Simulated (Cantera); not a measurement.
Input: 1 mol toluene, 0.74 mol CO₂, 0.51 mol H₂, equilibrated at 0.000280 bar.

Cantera equilibrium calculation (NASA polynomials, part measured and part estimated; ideal gas, pure solids and liquids). Candidate condensed phases: C, C₆H₆, C₇H₈, C₈H₁₈, H₂O; 131 gas species. Ions and electrons are included (thermal ionisation). Equilibrium is a limit: real reactors are often held back by kinetics, nucleation or transport.

x: gas mole fraction; n: condensed amount in mol.

```tsv
T (K)	x H	x C	x H₂	x CO	x C₃	x O	x C₂	n C(graphite)
2500	0.644	0.000594	0.184	0.167	0.00178	3.49e-10	0.000164	6.16
2750	0.748	0.0135	0.0335	0.135	0.0603	1.49e-9	0.00583	3.89
3000	0.664	0.0837	0.00495	0.111	0.110	1.07e-8	0.0242	0
3250	0.595	0.236	0.000963	0.0981	0.0398	9.88e-8	0.0292	0
3500	0.548	0.345	0.000241	0.0901	0.00360	1.13e-6	0.0124	0
3750	0.540	0.367	8.13e-5	0.0886	0.000201	1.30e-5	0.00345	0
4000	0.539	0.372	[?]	0.0883	[?]	[?]	[?]	0
4250	0.538	0.373	[?]	0.0874	[?]	[?]	[?]	0
4500	0.536	0.375	6.72e-6	0.0836	1.63e-7	0.00434	0.000136	0
4750	0.529	0.383	3.41e-6	0.0699	2.60e-8	0.0169	5.95e-5	0
5000	0.515	0.396	1.79e-6	0.0434	5.28e-9	0.0411	2.93e-5	0
```

Q: Some entries are withheld; supply them.

A: 
- 4000, x H₂: 3.20e-5
- 4000, x C₃: 1.41e-5
- 4000, x O: 0.000116
- 4000, x C₂: 0.00103
- 4250, x H₂: 1.40e-5
- 4250, x C₃: 1.32e-6
- 4250, x O: 0.000805
- 4250, x C₂: 0.000352
